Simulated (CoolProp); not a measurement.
A simple Rankine cycle with neopentane: condensing at 313.15 K, boiler at 1.32 MPa, turbine inlet 396.9 K, turbine efficiency 0.7, pump efficiency 0.7, no recuperator. Each further row changes one setting.

Computed with CoolProp (reference Helmholtz-energy equation of state, Lemmon 2006). It is a short technical equation, of lower accuracy than the large ones.

```tsv
case	thermal efficiency (%)	net work (kJ/kg)	heat in (kJ/kg)	turbine exit temperature (K)	volume ratio over the turbine
as stated	9.2	…	428	363.5	5.49
turbine inlet 416.9 K	9.0	42.9	477	385.3	5.30
condensing temperature 305.15 K	10.2	45.7	447	359.6	6.95
boiler pressure 0.924 MPa	…	32.7	441	…	3.59
turbine efficiency 0.6	7.8	33.4	428	366.4	5.55
```

Fill in the missing entries.


- as stated, net work (kJ/kg): 39.4
- boiler pressure 0.924 MPa, thermal efficiency (%): 7.4
- boiler pressure 0.924 MPa, turbine exit temperature (K): 373.2
